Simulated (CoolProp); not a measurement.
Saturation properties of sulfur dioxide.

Model: reference Helmholtz-energy equation of state, Gao 2016, in CoolProp.

```tsv
T (°C)	p (kPa)	liquid density (kg/m³)	enthalpy of vaporisation (kJ/kg)	liquid cp (kJ/(kg K))	vapour Z	surface tension (mN/m)
-37.35	25.23	1532	412.9	1.360	0.9895	33.9
-23.35	53.78	1496	401.1	1.358	0.9821	31.1
-9.25	104.8	1460	388.9	1.362	0.9716	28.4
4.75	188.1	1423	376.1	1.370	0.9578	25.6
18.75	316.5	1384	362.7	1.384	0.9401	22.9
32.75	504.4	1345	348.3	1.405	0.9184	20.2
46.85	769.9	1303	332.6	1.434	0.8919	17.4
60.85	1127	1259	315.7	1.474	0.8608	14.8
74.85	1595	1211	296.9	1.530	0.8242	12.1
88.95	2199	1159	275.7	1.610	0.7812	9.53
102.95	2953	1100	251.5	1.731	0.7311	6.97
116.95	3883	1033	222.9	1.935	0.6714	4.48
```

It boils at -10.0 °C under 1 atm.

Surface tension comes from a separate correlation (Mulero 2012).
